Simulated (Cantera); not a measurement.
A closed system holds: 1 mol borazine, 7.4 mol H₂O, 0.39 mol H₂, 0.0011 mol HCl, equilibrated at 0.00133 bar.

Cantera equilibrium calculation (NASA polynomials, part measured and part estimated; ideal gas, pure solids and liquids). Candidate condensed phases: B, BN, B₂O₃, B₃O₃H₃, H₂O, NH₄Cl; 49 gas species. The feed counts by its element totals alone. Gases not in the tables: H₃BO₃. Kinetics and transport are ignored.

At 1175 K, list the 4 most abundant gas species with their mole fractions, and the condensed phases.

H₂ 0.639, H₂O 0.231, N₂ 0.122, HBO₂ 0.00761. Condensed: B₂O₃(l).
